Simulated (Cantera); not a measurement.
What does this Cantera script print?

```python
import numpy as np
import cantera as ct

gas_names = [...]  # 113 gases of nasa_gas.yaml made of C, H, O, Ti
cond_names = """
    C(gr) C6H6(L) C7H8(L) C8H18(L),n-octa H2O(s) H2O(L) Ti(a) Ti(b) Ti(L) TiC(s) TiC(L) TiO(a) TiO(b)
    TiO(L) TiO2(ru) TiO2(L) Ti2O3(a) Ti2O3(b) Ti2O3(L) Ti3O5(a) Ti3O5(b) Ti3O5(L) Ti4O7(s) Ti4O7(L)
""".split()


# ... load() reads the species with a 1 bar reference pressure and builds the phases ...
atoms = {
    'Ti(OiPr)4': {'Ti': 1, 'C': 12, 'H': 28, 'O': 4},
    'CH4': {'C': 1, 'H': 4},
    'H2': {'H': 2},
    'CO2': {'C': 1, 'O': 2},
}
top_T = {'C(gr)': 4500}  # K; cautious upper limits of use, not melting points


# ... equilibrate(T, P, feed) seeds the gas with the atoms and calls Mixture.equilibrate('TP', solver="vcs", rtol=1e-11, max_steps=5000) ...
results = []
feed = {'Ti(OiPr)4': 1, 'CH4': 5.3, 'H2': 13, 'CO2': 0.0031}  # mol
P = 69000  # Pa
for T in [1200, 1275, 1350, 1425, 1500, 1575, 1650, 1725, 1800, 1875, 1950, 2025, 2100]:
    mix = equilibrate(T, P, feed)
    results.append((T, P, feed, dict(zip(mix.species_names, mix.species_moles))))
    x = sorted(zip(gas.X, gas.species_names), reverse=True)
    print(f"T = {T:g} K  P = {P:g} Pa  gas = {mix.phase_moles(0):.4g} mol")
    print("   x: " + "  ".join(f"{s} {v:.3e}" for v, s in x if v > 1e-05))
    print("   condensed (mol): " + ("  ".join(f"{mix.phase(i).name} {mix.phase_moles(i):.4g}"
          for i in range(1, mix.n_phases) if mix.phase_moles(i) > 1e-12) or "none"))
```

Result:

```
T = 1200 K  P = 69000 Pa  gas = 39.44 mol
   x: H2 9.333e-01  CO 5.618e-02  CH4 9.495e-03  H2O 9.389e-04  CO2 4.116e-05
   condensed (mol): C(gr) 14.71  Ti4O7(s) 0.25
T = 1275 K  P = 69000 Pa  gas = 39.62 mol
   x: H2 9.374e-01  CO 5.649e-02  CH4 5.620e-03  H2O 4.261e-04  CO2 1.544e-05
   condensed (mol): C(gr) 14.84  Ti4O7(s) 0.25
T = 1350 K  P = 69000 Pa  gas = 39.79 mol
   x: H2 9.377e-01  CO 5.856e-02  CH4 3.497e-03  H2O 2.171e-04
   condensed (mol): C(gr) 14.83  Ti3O5(b) 0.3333
T = 1425 K  P = 69000 Pa  gas = 41.51 mol
   x: H2 9.014e-01  CO 9.631e-02  CH4 2.112e-03  H2O 1.819e-04
   condensed (mol): C(gr) 12.22  TiC(s) 1
T = 1500 K  P = 69000 Pa  gas = 41.54 mol
   x: H2 9.021e-01  CO 9.633e-02  CH4 1.443e-03  H2O 1.030e-04  H 2.013e-05
   condensed (mol): C(gr) 12.24  TiC(s) 1
T = 1575 K  P = 69000 Pa  gas = 41.56 mol
   x: H2 9.025e-01  CO 9.632e-02  CH4 1.022e-03  H2O 6.157e-05  H 4.753e-05  C2H2,acetylene 1.904e-05
   condensed (mol): C(gr) 12.26  TiC(s) 1
T = 1650 K  P = 69000 Pa  gas = 41.58 mol
   x: H2 9.027e-01  CO 9.632e-02  CH4 7.473e-04  H 1.039e-04  C2H2,acetylene 4.118e-05  H2O 3.860e-05
   condensed (mol): C(gr) 12.26  TiC(s) 1
T = 1725 K  P = 69000 Pa  gas = 41.59 mol
   x: H2 9.028e-01  CO 9.631e-02  CH4 5.617e-04  H 2.124e-04  C2H2,acetylene 8.318e-05  H2O 2.523e-05
   condensed (mol): C(gr) 12.27  TiC(s) 1
T = 1800 K  P = 69000 Pa  gas = 41.6 mol
   x: H2 9.027e-01  CO 9.629e-02  CH4 4.326e-04  H 4.095e-04  C2H2,acetylene 1.583e-04  H2O 1.710e-05
   condensed (mol): C(gr) 12.27  TiC(s) 1
T = 1875 K  P = 69000 Pa  gas = 41.61 mol
   x: H2 9.023e-01  CO 9.627e-02  H 7.496e-04  CH4 3.404e-04  C2H2,acetylene 2.859e-04  H2O 1.196e-05
   condensed (mol): C(gr) 12.26  TiC(s) 1
T = 1950 K  P = 69000 Pa  gas = 41.62 mol
   x: H2 9.017e-01  CO 9.624e-02  H 1.310e-03  C2H2,acetylene 4.928e-04  CH4 2.729e-04
   condensed (mol): C(gr) 12.24  TiC(s) 1
T = 2025 K  P = 69000 Pa  gas = 41.64 mol
   x: H2 9.005e-01  CO 9.620e-02  H 2.199e-03  C2H2,acetylene 8.149e-04  CH4 2.224e-04  CH3 1.071e-05
   condensed (mol): C(gr) 12.22  TiC(s) 1
T = 2100 K  P = 69000 Pa  gas = 41.67 mol
   x: H2 8.988e-01  CO 9.613e-02  H 3.556e-03  C2H2,acetylene 1.298e-03  CH4 1.839e-04  CH3 1.418e-05
   condensed (mol): C(gr) 12.18  TiC(s) 1
```

These are equilibrium values from Cantera (NASA tables, ideal gas, pure condensed phases), not measurements of a reactor. The feed counts by its element totals alone. TiC: taken at fixed stoichiometry. Condensed phases not in the tables: Magnéli phases beyond Ti4O7.
